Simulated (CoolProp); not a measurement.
Properties of C2F6 (R116) along the isotherm 425 K (Tc = 293.0 K, pc = 3.048 MPa, ω = 0.257).

The numbers come from the reference Helmholtz-energy equation of state, Lemmon 2006 in CoolProp. It is a short technical equation, of lower accuracy than the large ones.

| p (MPa) | phase | Z | cp (kJ/(kg K)) | viscosity (µPa s) | fugacity coefficient |
|---|---|---|---|---|---|
| 2.77 | gas | 0.9292 | 0.9875 | 22.0 | 0.9294 |
| 5.54 | supercritical | 0.8716 | 1.052 | 26.0 | 0.8685 |
| 8.31 | supercritical | 0.8361 | 1.117 | 31.5 | 0.8182 |
| 11.1 | supercritical | 0.8295 | 1.161 | 38.5 | 0.7790 |
| 13.9 | supercritical | 0.8511 | 1.175 | 46.3 | 0.7511 |
| 16.6 | supercritical | 0.8911 | 1.172 | 54.2 | 0.7339 |
| 19.4 | supercritical | 0.9444 | 1.164 | 62.4 | 0.7244 |
| 22.2 | supercritical | 1.004 | 1.156 | 70.6 | 0.7218 |
| 24.9 | supercritical | 1.066 | 1.149 | 78.4 | 0.7246 |
| 27.7 | supercritical | 1.131 | 1.142 | 86.5 | 0.7322 |
| 30.5 | supercritical | 1.198 | 1.137 | 94.5 | 0.7439 |

Viscosity comes from a separate model (Huber 2003), an estimate that may be off by 10 % or more.
